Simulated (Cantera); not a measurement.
An adiabatic, constant-volume homogeneous reactor starts with CH4 : CO : O2 : N2 = 1 : 1.1 : 3.11 : 9.02 (molar parts), at 1800 K and 1.00 bar.

Computed with Cantera and GRI-Mech 3.0 (53 species, 325 reactions).

Problem. Predict: time of steepest temperature rise; temperature at 9.00 s; equilibrium temperature; x(CO) at 9.00 s; x(O2) at 9.00 s; x(HCO) at 9.00 s.

Solution. 
```json
{
 "time_of_steepest_temperature_rise": "91.3 µs",
 "temperature at 9.00 s": "2975 K",
 "equilibrium_temperature": "2975 K",
 "x(CO) at 9.00 s": "0.0709 (gas-phase equilibrium 0.0709)",
 "x(O2) at 9.00 s": "0.0557 (gas-phase equilibrium 0.0557)",
 "x(HCO) at 9.00 s": "1.24e-7 (gas-phase equilibrium 1.24e-7)"
}
```
